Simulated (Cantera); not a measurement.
A closed system holds: 1 mol Al, 0.52 mol NH₃, 10 mol H₂, at 698.15 K and 128 Torr.

Method: chemical equilibrium by Gibbs-energy minimisation in Cantera with the NASA 1993 tables (ideal gas, pure condensed phases). Candidate condensed phases: Al, AlN; 13 gas species. Equilibrium is a limit: real reactors are often held back by kinetics, nucleation or transport.

**Question.** What is the equilibrium state?

**Answer.** 
```json
{
 "x(H₂)": "1.00",
 "n(Al(s))": "0.480 mol",
 "n(AlN(s))": "0.520 mol",
 "gas_amount": "10.78 mol"
}
```
